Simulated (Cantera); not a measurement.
An adiabatic, constant-volume homogeneous reactor starts with 1.43 % CO, 0.356 % H2, 1.43 % CH4, 9.14 % O2, 87.7 % N2, equivalence ratio 0.41, at 1650 K and 2.47 atm.

Computed with Cantera and GRI-Mech 3.0 (53 species, 325 reactions).

Task: Predict: time of steepest temperature rise; temperature at 6.00 s; equilibrium temperature; x(CO) at 6.00 s; x(H2) at 6.00 s; x(OH) at 6.00 s; x(CO2) at 6.00 s; x(H2O2) at 6.00 s.

Result: 
```json
{
 "time_of_steepest_temperature_rise": "0.113 ms",
 "temperature at 6.00 s": "2185 K",
 "equilibrium_temperature": "2185 K",
 "x(CO) at 6.00 s": "0.000379 (gas-phase equilibrium 0.000379)",
 "x(H2) at 6.00 s": "8.07e-5 (gas-phase equilibrium 8.07e-5)",
 "x(OH) at 6.00 s": "0.00138 (gas-phase equilibrium 0.00138)",
 "x(CO2) at 6.00 s": "0.0284 (gas-phase equilibrium 0.0284)",
 "x(H2O2) at 6.00 s": "4.21e-8 (gas-phase equilibrium 4.21e-8)"
}
```
